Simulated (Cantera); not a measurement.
Charge: 1 mol MgO, 2.4 mol Cl2, at 1025 K and 0.650 bar.

Method: chemical equilibrium by Gibbs-energy minimisation in Cantera with the NASA 1993 tables (ideal gas, pure condensed phases). Candidate condensed phases: Mg, MgCl2, MgO; 11 gas species. Mutual solubility and eutectic melting of coexisting phases are not modelled. The numbers say what is thermodynamically allowed, not how fast it happens.

Base state: Cl2 0.946, O2 0.0524, Cl 0.000675, MgCl2 0.000514 (mole fractions); condensed: MgCl2(l) + MgO(s).

Question: What changes in the equilibrium state with this change: 0.27 mol NH3 added?

Answer: 
| species | before | after |
|---|---|---|
| Cl2 | 0.946 | 0.648 |
| HCl | 0 | 0.275 |
| N2 | 0 | 0.0472 |
| O2 | 0.0524 | 0.0246 |
| MgCl2 | 0.000514 | 0.000514 |
| H2O | 0 | 0.00419 |
| Cl | 0.000675 | 0.000559 |
| MgCl2(l), mol | 0.238 | 0.151 |
| MgO(s), mol | 0.761 | 0.848 |
Further candidate phases: H2O, Mg(OH)2, NH4Cl.
